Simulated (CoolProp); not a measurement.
A simple Rankine cycle with R11: condensing at 312.15 K, boiler at 0.746 MPa, turbine inlet 499 K, turbine efficiency 0.9, pump efficiency 0.7, no recuperator. Each further row changes one setting.

Values from CoolProp's reference Helmholtz-energy equation of state, Jacobsen 1992.

```
case                             thermal efficiency (%)  net work (kJ/kg)  heat in (kJ/kg)  turbine exit temperature (K)  volume ratio over the turbine
-------------------------------  ----------------------  ----------------  ---------------  ----------------------------  -----------------------------
as stated                                          12.3              35.9              293                         439.3                           4.02
condensing temperature 304.15 K                       …              41.9              300                         429.8                           5.11
boiler pressure 0.522 MPa                             …                 …              295                         453.7                              …
turbine efficiency 0.8                                …                 …              293                             …                              …
```

Task: What belongs in the gaps?

Result: 
- condensing temperature 304.15 K, thermal efficiency (%): 13.9
- boiler pressure 0.522 MPa, thermal efficiency (%): 9.5
- boiler pressure 0.522 MPa, net work (kJ/kg): 28.1
- boiler pressure 0.522 MPa, volume ratio over the turbine: 2.86
- turbine efficiency 0.8, thermal efficiency (%): 10.9
- turbine efficiency 0.8, net work (kJ/kg): 31.9
- turbine efficiency 0.8, turbine exit temperature (K): 445.4
- turbine efficiency 0.8, volume ratio over the turbine: 4.08
